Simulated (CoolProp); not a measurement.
Vapour-liquid equilibrium of isopentane (1) + toluene (2) at 0.399 bar; x and y are mole fractions of (1).

The numbers come from the multi-fluid Helmholtz-energy mixture model, Lemmon 2006 and Lemmon 2006; pair parameters Bell 2016 in CoolProp.

```csv
x,bubble temperature (K),y at the bubble point,dew temperature at overall composition x (K),liquid density (mol/L)
0.05,337.0,…,352.5,8.920
0.2,308.0,0.872,347.9,9.113
0.35,294.9,0.944,342.5,…
0.5,288.0,0.968,336.1,…
0.65,283.9,0.980,327.9,9.021
0.8,…,0.988,316.3,8.933
0.95,…,0.997,293.5,…
```

### Question
What belongs in the gaps?

### Answer

- 0.05, y at the bubble point: 0.481
- 0.35, liquid density (mol/L): 9.138
- 0.5, liquid density (mol/L): 9.095
- 0.8, bubble temperature (K): 280.7
- 0.95, bubble temperature (K): 277.6
- 0.95, liquid density (mol/L): 8.848

No azeotrope shows between x = 0.05 and 0.95.

Pair parameters are fitted to limited data, so mixtures are less certain than the pure fluids.
